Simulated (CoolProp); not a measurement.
A simple Rankine cycle with R365MFC: condensing at 289.15 K, boiler at 0.418 MPa, turbine inlet 374.6 K, turbine efficiency 0.9, pump efficiency 0.7, no recuperator. Each further row changes one setting.

Model: reference Helmholtz-energy equation of state, Lemmon 2016, in CoolProp.

```
case                             thermal efficiency (%)  net work (kJ/kg)  heat in (kJ/kg)  turbine exit temperature (K)  volume ratio over the turbine
-------------------------------  ----------------------  ----------------  ---------------  ----------------------------  -----------------------------
as stated                                          14.1                 …              282                         331.2                           10.4
turbine inlet 394.6 K                              13.8              42.4              306                         351.3                           10.3
condensing temperature 281.15 K                    15.5              45.5              293                         325.3                           14.8
boiler pressure 0.293 MPa                             …              34.6                …                         338.5                              …
turbine efficiency 0.8                             12.5              35.2              282                         335.4                           10.6
```

Q: What belongs in the gaps?

A: 
- as stated, net work (kJ/kg): 39.7
- boiler pressure 0.293 MPa, thermal efficiency (%): 12.2
- boiler pressure 0.293 MPa, heat in (kJ/kg): 285
- boiler pressure 0.293 MPa, volume ratio over the turbine: 7.22
